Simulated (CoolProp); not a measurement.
Vapour-liquid equilibrium of dimethyl ether (1) + 1-butene (2) at 1.3 bar; x and y are mole fractions of (1).

Values from CoolProp's multi-fluid Helmholtz-energy mixture model, Wu 2011 and Lemmon 2005; pair parameters Bell 2016.

Task: Give the bubble temperature and the first vapour's composition at x = 0.05, 0.5, 0.8. Is there an azeotrope?

Result: x = 0.05: 271.3 K, y = 0.118; x = 0.5: 259.8 K, y = 0.676; x = 0.8: 256.0 K, y = 0.872. No azeotrope shows between x = 0.05 and 0.95.

Pair parameters are fitted to limited data, so mixtures are less certain than the pure fluids.
